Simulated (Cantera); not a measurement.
An adiabatic, constant-volume homogeneous reactor starts with CO : H2 : CH4 : O2 : N2 : CO2 = 1 : 1.2 : 0.13 : 1.36 : 5.11 : 0.35 (molar parts), equivalence ratio 1.0, at 1648 K and 9.70 bar. Integrator tolerance rtol = 1e-08.

Cantera simulation using GRI-Mech 3.0 (53 species, 325 reactions); the numbers are that mechanism's predictions, not measurements. Above 3000 K some thermodynamic fits are extrapolated.

```
quantity                                                            before                                      after
---------------------------------  ---------------------------------------  -----------------------------------------
time of steepest temperature rise                                  1.50 µs                                   0.886 µs
temperature at 5.00 s                                               3091 K                                     3153 K
equilibrium temperature                                             3091 K                                     3153 K
x(CO) at 5.00 s                      0.0708 (gas-phase equilibrium 0.0708)      0.0671 (gas-phase equilibrium 0.0671)
x(H2) at 5.00 s                      0.0131 (gas-phase equilibrium 0.0131)      0.0120 (gas-phase equilibrium 0.0120)
x(CH4) at 5.00 s                     <1e-12 (gas-phase equilibrium <1e-12)      <1e-12 (gas-phase equilibrium <1e-12)
x(CH2O) at 5.00 s                  6.37e-9 (gas-phase equilibrium 6.37e-9)    1.10e-8 (gas-phase equilibrium 1.10e-8)
x(NO2) at 5.00 s                   1.30e-5 (gas-phase equilibrium 1.30e-5)    1.74e-5 (gas-phase equilibrium 1.74e-5)
x(CH3) at 5.00 s                   <1e-12 (gas-phase equilibrium 1.14e-12)  1.89e-12 (gas-phase equilibrium 2.39e-12)
x(H) at 5.00 s                     0.00579 (gas-phase equilibrium 0.00579)    0.00468 (gas-phase equilibrium 0.00468)
```

Task: What was changed between the two runs?
A. constant pressure in place of constant volume
B. pressure from 9.70 bar to 19.0 bar
C. pressure from 9.70 bar to 2.10 bar
D. pressure from 9.70 bar to 1.00 bar

Result: B, pressure from 9.70 bar to 19.0 bar
